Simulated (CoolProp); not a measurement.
Properties of isohexane at several states.

Model: reference Helmholtz-energy equation of state, Lemmon 2006, in CoolProp. It is a short technical equation, of lower accuracy than the large ones.

```tsv
T (°C)	p (kPa)	phase	Z	cp (kJ/(kg K))	speed of sound (m/s)	isothermal compressibility (1/MPa)	expansivity (1/kK)
-24.75	750	liquid	0.04513	2.013	1278	…	1.247
-73.15	10.8	liquid	0.0007619	1.841	…	…	…
274.25	10.7	gas	0.9991	…	233.8	93.54	1.832
-63.15	11.2	liquid	0.0007615	1.872	1466	0.0008586	1.187
-26.85	2980	liquid	…	2.001	1302	0.001110	1.222
```

### Question
Complete the blanks.

### Answer

- -24.75, isothermal compressibility (1/MPa): 0.001159
- -73.15, speed of sound (m/s): 1520
- -73.15, isothermal compressibility (1/MPa): 0.0007943
- -73.15, expansivity (1/kK): 1.177
- 274.25, cp (kJ/(kg K)): 2.731
- -26.85, Z: 0.1799
